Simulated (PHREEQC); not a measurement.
Model water analysis in mg/L, 5.2 °C, pH 6.9, pe 2.5: Na 0.059; K 0.181; Ca 0.0573; Mg 0.0426; Cl 0.0357; S(6) as SO4 0.264; Alkalinity as HCO3 0.428; Fe(2) 0.0156; Si as SiO2 0.0243; Ba 0.000423.

Valence states are taken as typed.

The numbers come from PHREEQC with the ion-association model, wateq4f.dat.

| quantity | before | after |
|---|---|---|
| MgSO4 (mol/kgw) | 6.27e-10 | 5.48e-9 |
| CaSO4 (mol/kgw) | 6.17e-10 | 5.38e-9 |
| SI of Quartz (SiO2) | -2.10 | -1.62 |

**Question.** Name the change that produced these shifts.
A. all concentrations times 3 at the same typed pH
B. Fe(2) from 0.0156 to 0.0312 mg/L
C. pH from 6.9 to 7.9 at the same alkalinity

**Answer.** A, all concentrations times 3 at the same typed pH

This is a speciation only: nothing precipitates in the calculation. At this temperature some constants are extrapolated from 25 °C, and those without enthalpy data are left unchanged.
